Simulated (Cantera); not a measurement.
A freely propagating, adiabatic, planar premixed flame of C₂H₆ : O₂ : N₂ : H₂O = 1 : 2.5 : 9.4 : 0.88 (molar parts), equivalence ratio 1.4, unburnt at 673 K and 8.90 bar; mixture-averaged transport, grid criteria slope 0.08 and curve 0.16, no radiation.

Cantera simulation using GRI-Mech 3.0 (53 species, 325 reactions); the numbers are that mechanism's predictions, not measurements. Burning velocities carry a grid error of a few per cent, more on coarse grids.

### Question
Predict: laminar burning velocity; thermal thickness; peak x(HCO); peak x(CH₂O); peak x(H).

### Answer
```
Item                          Value
------------------------  ---------
laminar burning velocity  57.1 cm/s
thermal thickness         0.0736 mm
peak x(HCO)                 1.62e-5
peak x(CH₂O)                0.00195
peak x(H)                   0.00180
```
